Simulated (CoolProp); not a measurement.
C3F8 (R218) along the isobar 0.101 MPa: fugacity coefficient from the reference equation and from simpler models built on Tc = 345.0 K, pc = 2.640 MPa, ω = 0.317; each cubic takes its own stable root.

Values from CoolProp's reference Helmholtz-energy equation of state, Lemmon 2006. It is a short technical equation, of lower accuracy than the large ones.

| T (K) | phase | reference |
|---|---|---|
| 196.6 | liquid | 0.1061 |
| 217.4 | liquid | 0.3800 |
| 238.1 | gas | 0.9518 |
| 258.9 | gas | 0.9652 |
| 279.7 | gas | 0.9738 |
| 300.5 | gas | 0.9798 |
| 321.3 | gas | 0.9840 |
| 342 | gas | 0.9872 |
| 362.8 | gas | 0.9896 |
| 383.6 | gas | 0.9915 |

Q: How far does each simpler model (van der Waals, Redlich-Kwong, Peng-Robinson) lie from the reference over these 10 states: mean and median of the absolute difference, and the worst?

A: 
- van der Waals: mean 96.3 %, median 0.6 %, worst +803.6 % at 196.6 K and 0.101 MPa
- Redlich-Kwong: mean 30.8 %, median 0.2 %, worst +183.3 % at 196.6 K and 0.101 MPa
- Peng-Robinson: mean 0.6 %, median 0.2 %, worst +3.1 % at 196.6 K and 0.101 MPa

At some of these states van der Waals gives the other phase, because its saturation line lies elsewhere.
